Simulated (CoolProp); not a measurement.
Vapour-liquid equilibrium of R1234yf (1) + isobutane (2) at 3.99 kPa; x and y are mole fractions of (1).

Values from CoolProp's multi-fluid Helmholtz-energy mixture model, Lemmon 2022 and Bücker 2006; pair parameters Bell 2016.

```
x     bubble temperature (°C)  y at the bubble point  dew temperature at overall composition x (°C)  liquid density (mol/L)
----  -----------------------  ---------------------  ---------------------------------------------  ----------------------
0.05               (withheld)                  0.387                                          -73.2                   11.42
0.2                     -83.8                  0.636                                          -75.3                   11.59
0.35                    -84.8                  0.679                                          -77.8                   11.69
0.5                (withheld)                  0.694                                     (withheld)                   11.81
0.65                    -85.2                  0.715                                     (withheld)                   11.95
0.8                     -85.2                  0.770                                          -85.1              (withheld)
0.95                    -84.5                  0.911                                     (withheld)                   12.28
```

### Question
Some entries are withheld; supply them.

### Answer

- 0.05, bubble temperature (°C): -78.5
- 0.5, bubble temperature (°C): -85.0
- 0.5, dew temperature at overall composition x (°C): -80.7
- 0.65, dew temperature at overall composition x (°C): -84.2
- 0.8, liquid density (mol/L): 12.11
- 0.95, dew temperature at overall composition x (°C): -84.3

y crosses x between x = 0.65 and 0.8: the model has an azeotrope there.

Pair parameters are fitted to limited data, so mixtures are less certain than the pure fluids.
